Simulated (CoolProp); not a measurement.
Computed with CoolProp (reference Helmholtz-energy equation of state, Setzmann 1991).

Task: Give the vapour pressure (bar), vapour Z, liquid viscosity (µPa s), vapour viscosity (µPa s) of saturated methane at 166.2, 173.9 K.

Result: 
| T (K) | p (bar) | vapour Z | liquid viscosity (µPa s) | vapour viscosity (µPa s) |
|---|---|---|---|---|
| 166.2 | 20.2 | 0.710 | 42.8 | 6.95 |
| 173.9 | 26.7 | 0.642 | 36.3 | 7.74 |

Viscosity comes from a separate model (Quiñones-Cisneros 2006).
